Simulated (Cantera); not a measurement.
Feed: 1 mol SiC, 0.0046 mol H2O, a varied amount of H2, held at 1825 °C and 1.33 mbar.

These are equilibrium values from Cantera (NASA tables, ideal gas, pure condensed phases), not measurements of a reactor. Candidate condensed phases: C, C6H6, C7H8, C8H18, H2O, Si, SiC, SiO2; 123 gas species. Gases not in the tables: Si2H6 and higher silanes. Kinetics and transport are ignored.

**Question.** Which condensed phases are stable at each of these points (n(H2) (mol)): 26, 41, 63, 97, 150, 230, 360, 560, 870?

**Answer.** 
```json
[
 {"n(H2) (mol)": "26", "condensed phases": "C(graphite) + SiC(s)", "Si condensed (%)": "75.7"},
 {"n(H2) (mol)": "41", "condensed phases": "C(graphite) + SiC(s)", "Si condensed (%)": "61.7"},
 {"n(H2) (mol)": "63", "condensed phases": "C(graphite) + SiC(s)", "Si condensed (%)": "41.2"},
 {"n(H2) (mol)": "97", "condensed phases": "C(graphite) + SiC(s)", "Si condensed (%)": "9.5"},
 {"n(H2) (mol)": "150", "condensed phases": "C(graphite)", "Si condensed (%)": "0.0"},
 {"n(H2) (mol)": "230", "condensed phases": "C(graphite)", "Si condensed (%)": "0.0"},
 {"n(H2) (mol)": "360", "condensed phases": "gas only", "Si condensed (%)": "0.0"},
 {"n(H2) (mol)": "560", "condensed phases": "gas only", "Si condensed (%)": "0.0"},
 {"n(H2) (mol)": "870", "condensed phases": "gas only", "Si condensed (%)": "0.0"}
]
```

From 26 mol H2 to 97 mol H2 the condensed part is C(graphite) + SiC(s). From 150 mol H2 to 230 mol H2 the condensed part is C(graphite). From 360 mol H2 to 870 mol H2 nothing is condensed.
